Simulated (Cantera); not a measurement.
A closed system holds: 1 mol Si, 0.76 mol H₂O, 1.5 mol H₂, 0.026 mol O₂, equilibrated at 0.290 Pa.

Cantera equilibrium calculation (NASA polynomials, part measured and part estimated; ideal gas, pure solids and liquids). Candidate condensed phases: H₂O, Si, SiO₂; 18 gas species. Mutual solubility and eutectic melting of coexisting phases are not modelled. The tables hold silica as quartz up to 1696 K and as liquid above; real silica turns to tridymite and cristobalite and melts near 1996 K. Kinetics and transport are ignored.

### Question
Which condensed phases are stable at each of these points (T (°C)): 877, 1027, 1177, 1327, 1477, 1627, 1777?

### Answer
```csv
T (°C),condensed phases,Si condensed (%)
877,Si(s) + SiO₂(β-quartz),90.3
1027,Si(s),18.8
1177,Si(s),18.5
1327,Si(s),7.9
1477,gas only,0.0
1627,gas only,0.0
1777,gas only,0.0
```

At 877 °C the condensed part is Si(s) + SiO₂(β-quartz). From 1027 °C to 1327 °C the condensed part is Si(s). From 1477 °C to 1777 °C nothing is condensed.
